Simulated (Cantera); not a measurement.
Ti + O2 + CO (metals in furnace atmospheres)

Feed: 1 mol Ti, 0.092 mol O2, 42 mol CO, held at 1750 °C and 1 atm.

Equilibrium computed with Cantera from the NASA thermochemical tables; the gas is ideal and each condensed phase is pure. Candidate condensed phases: C, Ti, TiC, TiO, TiO2, Ti2O3, Ti3O5, Ti4O7; 15 gas species. Mutual solubility and eutectic melting of coexisting phases are not modelled. TiC: taken at fixed stoichiometry. Equilibrium is a limit: real reactors are often held back by kinetics, nucleation or transport.

The x(CO) is 1.000. The x(CO2) comes out as 0.000239. The n(TiC(s)) comes out as 0.530 mol and the n(Ti2O3(s)) is 0.235 mol. The gas amount is 41.47 mol and the log10 activity of Ti3O5(s) (absent) is -0.26. The log10 activity of Ti4O7(l) (absent) comes out as -0.84 and the log10 activity of C(graphite) (absent) is -1.01.
